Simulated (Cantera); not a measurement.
Charge: 1 mol TiCl₄, 0.89 mol C₃H₈, 0.75 mol CH₄, held at 23.0 Pa.

Equilibrium computed with Cantera from the NASA thermochemical tables; the gas is ideal and each condensed phase is pure. Candidate condensed phases: C, C₆H₆, C₇H₈, C₈H₁₈, Ti, TiC, TiCl₂, TiCl₃, TiCl₄; 96 gas species. The tables' values for TiCl₂ are old estimates; treat these amounts as uncertain. TiC: taken at fixed stoichiometry. Equilibrium is a limit: real reactors are often held back by kinetics, nucleation or transport.

At 1900 K, list the 4 most abundant gas species with their mole fractions, and the condensed phases.

HCl 0.512, H₂ 0.420, H 0.0339, Cl 0.0312. Condensed: C(graphite) + TiC(s).
